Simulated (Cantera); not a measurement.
Thermodynamics of oxide etching and cleaning by halides, feed SiO2 + HCl + N2

Input: 1 mol SiO2, 50 mol HCl, 77 mol N2, equilibrated at 1.00 bar.

These are equilibrium values from Cantera (NASA tables, ideal gas, pure condensed phases), not measurements of a reactor. Candidate condensed phases: H2O, NH4Cl, Si, SiO2, Si2N2O, Si3N4; 47 gas species. The tables' values for SiCl3 are old estimates; treat these amounts as uncertain. The tables hold silica as quartz up to 1696 K and as liquid above; real silica turns to tridymite and cristobalite and melts near 1996 K. The numbers say what is thermodynamically allowed, not how fast it happens.

From 377 °C to 477 °C the condensed part is SiO2(α-quartz). From 577 °C to 1377 °C the condensed part is SiO2(β-quartz). From 1477 °C to 1577 °C the condensed part is SiO2(condensed). The main Si-bearing gas is SiCl4 throughout. The share of Si in condensed phases is highest at 377 °C (100.0 %) and lowest at 1577 °C (95.9 %).

```json
[
 {"T (°C)": "377", "log p N2": "-0.22", "log p HCl": "-0.40", "log p Cl": "-11.04", "log p H2": "-8.31", "log p H2O": "-5.44", "log p SiCl4": "-5.74", "n SiO2(α-quartz)": "1.000", "n SiO2(β-quartz)": "0", "n SiO2(condensed)": "0"},
 {"T (°C)": "477", "log p N2": "-0.22", "log p HCl": "-0.40", "log p Cl": "-9.22", "log p H2": "-7.31", "log p H2O": "-4.97", "log p SiCl4": "-5.27", "n SiO2(α-quartz)": "0.999", "n SiO2(β-quartz)": "0", "n SiO2(condensed)": "0"},
 {"T (°C)": "577", "log p N2": "-0.22", "log p HCl": "-0.40", "log p Cl": "-7.83", "log p H2": "-6.53", "log p H2O": "-4.62", "log p SiCl4": "-4.92", "n SiO2(α-quartz)": "0", "n SiO2(β-quartz)": "0.998", "n SiO2(condensed)": "0"},
 {"T (°C)": "677", "log p N2": "-0.22", "log p HCl": "-0.40", "log p Cl": "-6.73", "log p H2": "-5.91", "log p H2O": "-4.34", "log p SiCl4": "-4.64", "n SiO2(α-quartz)": "0", "n SiO2(β-quartz)": "0.997", "n SiO2(condensed)": "0"},
 {"T (°C)": "777", "log p N2": "-0.22", "log p HCl": "-0.40", "log p Cl": "-5.84", "log p H2": "-5.39", "log p H2O": "-4.12", "log p SiCl4": "-4.42", "n SiO2(α-quartz)": "0", "n SiO2(β-quartz)": "0.995", "n SiO2(condensed)": "0"},
 {"T (°C)": "877", "log p N2": "-0.22", "log p HCl": "-0.41", "log p Cl": "-5.12", "log p H2": "-4.94", "log p H2O": "-3.94", "log p SiCl4": "-4.24", "n SiO2(α-quartz)": "0", "n SiO2(β-quartz)": "0.993", "n SiO2(condensed)": "0"},
 {"T (°C)": "977", "log p N2": "-0.22", "log p HCl": "-0.41", "log p Cl": "-4.52", "log p H2": "-4.53", "log p H2O": "-3.78", "log p SiCl4": "-4.08", "n SiO2(α-quartz)": "0", "n SiO2(β-quartz)": "0.990", "n SiO2(condensed)": "0"},
 {"T (°C)": "1077", "log p N2": "-0.22", "log p HCl": "-0.41", "log p Cl": "-4.03", "log p H2": "-4.15", "log p H2O": "-3.65", "log p SiCl4": "-3.96", "n SiO2(α-quartz)": "0", "n SiO2(β-quartz)": "0.986", "n SiO2(condensed)": "0"},
 {"T (°C)": "1177", "log p N2": "-0.22", "log p HCl": "-0.41", "log p Cl": "-3.62", "log p H2": "-3.81", "log p H2O": "-3.54", "log p SiCl4": "-3.85", "n SiO2(α-quartz)": "0", "n SiO2(β-quartz)": "0.982", "n SiO2(condensed)": "0"},
 {"T (°C)": "1277", "log p N2": "-0.22", "log p HCl": "-0.41", "log p Cl": "-3.26", "log p H2": "-3.49", "log p H2O": "-3.45", "log p SiCl4": "-3.75", "n SiO2(α-quartz)": "0", "n SiO2(β-quartz)": "0.977", "n SiO2(condensed)": "0"},
 {"T (°C)": "1377", "log p N2": "-0.22", "log p HCl": "-0.41", "log p Cl": "-2.95", "log p H2": "-3.21", "log p H2O": "-3.36", "log p SiCl4": "-3.68", "n SiO2(α-quartz)": "0", "n SiO2(β-quartz)": "0.972", "n SiO2(condensed)": "0"},
 {"T (°C)": "1477", "log p N2": "-0.22", "log p HCl": "-0.41", "log p Cl": "-2.68", "log p H2": "-2.96", "log p H2O": "-3.28", "log p SiCl4": "-3.62", "n SiO2(α-quartz)": "0", "n SiO2(β-quartz)": "0", "n SiO2(condensed)": "0.967"},
 {"T (°C)": "1577", "log p N2": "-0.22", "log p HCl": "-0.41", "log p Cl": "-2.43", "log p H2": "-2.73", "log p H2O": "-3.20", "log p SiCl4": "-3.61", "n SiO2(α-quartz)": "0", "n SiO2(β-quartz)": "0", "n SiO2(condensed)": "0.959"}
]
```
log p: log10 of the partial pressure in bar; n: condensed amount in mol.
